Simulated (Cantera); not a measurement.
An isothermal, constant-pressure homogeneous reactor starts with 0.277 % CH2O, 0.574 % O2, 98.9 % N2, 0.257 % CH4, equivalence ratio 1.4, at 1300 K and 1600000 Pa.

Model: GRI-Mech 3.0 (53 species, 325 reactions), integrated in Cantera. The pressure lies above the range GRI-Mech 3.0 was tuned for (to about 10 atm).

x: mole fraction; the columns are a selection and need not sum to one.

```
t (s)       x CH2O      x O2     x CO     x N2O      x H
--------  --------  --------  -------  --------  -------
0.000300       ___   0.00482  0.00278   1.13e-8  1.40e-6
0.000850       ___   0.00446  0.00309   2.27e-8  8.68e-7
0.00241        ___   0.00364  0.00341   5.26e-8  1.17e-6
0.00682        ___   0.00155  0.00395   1.40e-7  1.68e-6
0.0193         ___  0.000249  0.00362   1.74e-7  8.82e-7
0.0548         ___   5.07e-5  0.00335   8.07e-8  2.31e-7
0.155          ___   1.42e-5  0.00320   1.41e-8  7.53e-8
0.440          ___   4.17e-6  0.00310  4.15e-10  2.78e-8
1.25           ___   9.96e-7  0.00300  2.60e-11  1.34e-8
3.53      7.03e-10   8.19e-8  0.00286  1.53e-12  1.03e-8
10.0      5.26e-10  1.06e-10  0.00259    <1e-12  1.09e-8
```

Q: Some entries are withheld; supply them.

A: 
- 0.000300, x CH2O: 0.000278
- 0.000850, x CH2O: 9.42e-5
- 0.00241, x CH2O: 5.32e-5
- 0.00682, x CH2O: 1.52e-5
- 0.0193, x CH2O: 1.21e-6
- 0.0548, x CH2O: 1.44e-7
- 0.155, x CH2O: 2.37e-8
- 0.440, x CH2O: 5.27e-9
- 1.25, x CH2O: 1.55e-9
